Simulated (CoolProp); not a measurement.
A simple Rankine cycle with R124: condensing at 306.15 K, boiler at 1.38 MPa, turbine inlet 349.2 K, turbine efficiency 0.8, pump efficiency 0.8, no recuperator. Each further row changes one setting.

Values from CoolProp's reference Helmholtz-energy equation of state, de Vries 1995.

```json
[
 {"case": "as stated", "thermal efficiency (%)": "7.9", "net work (kJ/kg)": "12.9", "heat in (kJ/kg)": "163", "turbine exit temperature (K)": "315.8", "volume ratio over the turbine": "3.07"},
 {"case": "turbine inlet 369.2 K", "thermal efficiency (%)": "7.9", "net work (kJ/kg)": "14.5", "heat in (kJ/kg)": "183", "turbine exit temperature (K)": "338.2", "volume ratio over the turbine": "2.95"},
 {"case": "condensing temperature 298.15 K", "thermal efficiency (%)": "9.3", "net work (kJ/kg)": "16.0", "heat in (kJ/kg)": "172", "turbine exit temperature (K)": "309.6", "volume ratio over the turbine": "3.90"},
 {"case": "boiler pressure 0.966 MPa", "thermal efficiency (%)": "5.5", "net work (kJ/kg)": "9.39", "heat in (kJ/kg)": "171", "turbine exit temperature (K)": "329.5", "volume ratio over the turbine": "2.03"},
 {"case": "turbine efficiency 0.7", "thermal efficiency (%)": "6.9", "net work (kJ/kg)": "11.2", "heat in (kJ/kg)": "163", "turbine exit temperature (K)": "317.9", "volume ratio over the turbine": "3.10"}
]
```
